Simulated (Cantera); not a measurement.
A closed system holds: 1 mol NaOH, 0.16 mol H2, 0.038 mol H2O, equilibrated at 0.00810 bar.

Method: chemical equilibrium by Gibbs-energy minimisation in Cantera with the NASA 1993 tables (ideal gas, pure condensed phases). Candidate condensed phases: H2O, Na, NaOH, NaO2, Na2O, Na2O2; 16 gas species. Rates play no part. All values below are at 1948 K.

Base state: Na 0.462, H2O 0.340, NaOH 0.116, O2 0.0679, OH 0.00731, H2 0.00280, NaO 0.00180, O 0.00129 (mole fractions); condensed: gas only.

**Question.** What changes in the equilibrium state with this change: 0.077 mol Cl2 added?

**Answer.** 
| species | before | after |
|---|---|---|
| Na | 0.462 | 0.385 |
| H2O | 0.340 | 0.344 |
| NaOH | 0.116 | 0.0981 |
| NaCl | 0 | 0.0880 |
| O2 | 0.0679 | 0.0711 |
| HCl | 0 | 0.000151 |
| Cl | 0 | 2.71e-5 |
| NaH | 1.58e-5 | 1.31e-5 |
| NaO | 0.00180 | 0.00153 |
| O | 0.00129 | 0.00132 |
Further candidate phases: NaCl.
